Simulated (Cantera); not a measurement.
Feed: 1 mol Fe, 1.1 mol H₂O, 59 mol N₂, equilibrated at 1848 K.

Method: chemical equilibrium by Gibbs-energy minimisation in Cantera with the NASA 1993 tables (ideal gas, pure condensed phases). Candidate condensed phases: Fe, FeO, Fe(OH)₂, Fe(OH)₃, Fe₂O₃, Fe₃O₄, H₂O; 27 gas species. Each liquid is taken as pure. Mutual solubility and eutectic melting of coexisting phases are not modelled. The tables' stoichiometric FeO is somewhat more stable than real wüstite, so its field is too wide. FeO: taken at fixed stoichiometry. Kinetics and transport are ignored.

log p: log10 of the partial pressure in bar; n: condensed amount in mol.

```json
[
 {"P (Pa)": "10", "log p N₂": "-4.02", "log p Fe": "-5.81", "log p H₂O": "-5.89", "log p H₂": "-6.50", "n FeO(l)": "(withheld)", "n Fe(l)": "0"},
 {"P (Pa)": "82", "log p N₂": "-3.10", "log p Fe": "-5.02", "log p H₂O": "-4.98", "log p H₂": "-5.42", "n FeO(l)": "(withheld)", "n Fe(l)": "0"},
 {"P (Pa)": "670", "log p N₂": "-2.18", "log p Fe": "-4.42", "log p H₂O": "-4.31", "log p H₂": "-4.15", "n FeO(l)": "(withheld)", "n Fe(l)": "0"},
 {"P (Pa)": "5500", "log p N₂": "-1.27", "log p Fe": "-4.24", "log p H₂O": "-3.50", "log p H₂": "-3.16", "n FeO(l)": "0.756", "n Fe(l)": "0.181"},
 {"P (Pa)": "45000", "log p N₂": "-0.35", "log p Fe": "-4.24", "log p H₂O": "-2.59", "log p H₂": "-2.25", "n FeO(l)": "0.755", "n Fe(l)": "0.237"},
 {"P (Pa)": "370000", "log p N₂": "0.56", "log p Fe": "-4.24", "log p H₂O": "-1.67", "log p H₂": "-1.33", "n FeO(l)": "0.755", "n Fe(l)": "0.244"},
 {"P (Pa)": "3000000", "log p N₂": "1.47", "log p Fe": "-4.24", "log p H₂O": "-0.76", "log p H₂": "-0.42", "n FeO(l)": "0.755", "n Fe(l)": "0.245"}
]
```

Problem. Fill in the missing entries.

Solution. 
- 10, n FeO(l): 0
- 82, n FeO(l): 0.269
- 670, n FeO(l): 0.654
